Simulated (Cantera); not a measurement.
Input: 1 mol Si, 2.6 mol NF₃, 11 mol N₂, 2.8 mol SF₆, held at 12.8 Torr.

Cantera equilibrium calculation (NASA polynomials, part measured and part estimated; ideal gas, pure solids and liquids). Candidate condensed phases: S, Si, Si₃N₄; 29 gas species. Equilibrium is a limit: real reactors are often held back by kinetics, nucleation or transport. All values below are at 798 K.

Base state: N₂ 0.679, SF₆ 0.155, F₂ 0.0852, SiF₄ 0.0555, F 0.0181, NF₃ 0.00742 (mole fractions); condensed: gas only.

Problem. What changes in the equilibrium state with this change: pressure from 12.8 Torr to 30.0 Torr?

Solution. 
```tsv
species	before	after
N₂	0.679	0.682
SF₆	0.155	0.157
F₂	0.0852	0.0780
NF₃	0.00742	0.0153
F	0.0181	0.0113
SiF₄	0.0555	0.0561
```
